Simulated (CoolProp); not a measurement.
The fluid at 293.15 K and 0.229 MPa is compressed adiabatically to 0.43 MPa with isentropic efficiency 0.9. The same conditions are run with several fluids, on thermodynamics alone (safety and materials aside).

Values from CoolProp's reference Helmholtz-energy equation of state of each fluid (normal hydrogen: Leachman 2009; R13: Platzer 1990; R407C: Lemmon 2003; fluoroethane (R161): Wu 2012; dimethyl ether: Wu 2011). The equations of Platzer and Polt are older, rougher fits. Blends and air are pseudo-pure fits.

```
fluid                work (kJ/kg)  final temperature (K)  final density (kg/m³)
-------------------  ------------  ---------------------  ---------------------
normal hydrogen               930                  357.7                    ___
R13                          16.6                  320.1                   17.4
R407C                         ___                  319.1                    ___
fluoroethane (R161)           ___                  323.7                   8.10
dimethyl ether               36.5                    ___                   7.92
```

### Question
What belongs in the gaps?

### Answer

- normal hydrogen, final density (kg/m³): 0.291
- R407C, work (kJ/kg): 19.6
- R407C, final density (kg/m³): 14.8
- fluoroethane (R161), work (kJ/kg): 35.5
- dimethyl ether, final temperature (K): 320.9
